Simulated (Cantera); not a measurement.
Input (Python, Cantera):

```python
import numpy as np
import cantera as ct

gas = ct.Solution("gri30.yaml")


def delay(T, t_max=10):
    gas.TPX = T, 2500000, {'CH4': 1, 'CO': 0.052, 'O2': 1.13, 'N2': 6.64}
    reactor = ct.IdealGasReactor(gas, clone=False)
    net = ct.ReactorNet([reactor])
    net.rtol, net.atol = 1e-8, 1e-16
    while net.time < t_max:
        t_old, T_old = net.time, reactor.T
        net.step()
        if reactor.T > T + 400:  # ignition: a rise of 400 K
            return t_old + (T + 400 - T_old) / (reactor.T - T_old) * (net.time - t_old)
    return np.nan


taus = []
for T in [1225, 1300, 1375, 1450, 1525, 1600, 1675, 1750, 1825, 1900]:
    taus.append(delay(T))
    print(f"T0 = {T:6g} K   tau = {taus[-1]:.4e} s")
```

It prints:

```
T0 =   1225 K   tau = 2.6069e-03 s
T0 =   1300 K   tau = 1.1217e-03 s
T0 =   1375 K   tau = 5.1353e-04 s
T0 =   1450 K   tau = 2.4569e-04 s
T0 =   1525 K   tau = 1.2140e-04 s
T0 =   1600 K   tau = 6.1619e-05 s
T0 =   1675 K   tau = 3.2172e-05 s
T0 =   1750 K   tau = 1.7378e-05 s
T0 =   1825 K   tau = 9.7806e-06 s
T0 =   1900 K   tau = 5.7651e-06 s
```

Cantera simulation using GRI-Mech 3.0 (53 species, 325 reactions); the numbers are that mechanism's predictions, not measurements. The pressure lies above the range GRI-Mech 3.0 was tuned for (to about 10 atm).
